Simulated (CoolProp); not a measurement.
Vapour-liquid equilibrium of isobutene (1) + acetone (2) at 0.885 MPa; x and y are mole fractions of (1).

Values from CoolProp's multi-fluid Helmholtz-energy mixture model, Lemmon 2005 and Lemmon 2006; pair parameters Bell 2016.

Task: Give the bubble temperature and the first vapour's composition at x = 0.05, 0.2, 0.95. Is there an azeotrope?

Result: x = 0.05: 399.9 K, y = 0.210; x = 0.2: 375.3 K, y = 0.588; x = 0.95: 339.7 K, y = 0.975. No azeotrope shows between x = 0.05 and 0.95.

The pair parameters rest on a limited set of measurements; away from them the model extrapolates.
